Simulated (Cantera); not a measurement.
Feed: 1 mol TiCl4, 0.12 mol O2, held at 12.0 Torr.

Method: chemical equilibrium by Gibbs-energy minimisation in Cantera with the NASA 1993 tables (ideal gas, pure condensed phases). Candidate condensed phases: Ti, TiCl2, TiCl3, TiCl4, TiO, TiO2, Ti2O3, Ti3O5, Ti4O7; 15 gas species. Condensed phases not in the tables: TiOCl. The numbers say what is thermodynamically allowed, not how fast it happens.

Task: At 900 K, list the 3 most abundant gas species with their mole fractions, and the condensed phases.

Result: TiCl4 0.786, Cl2 0.214, Cl 0.000270. Condensed: TiO2(rutile).
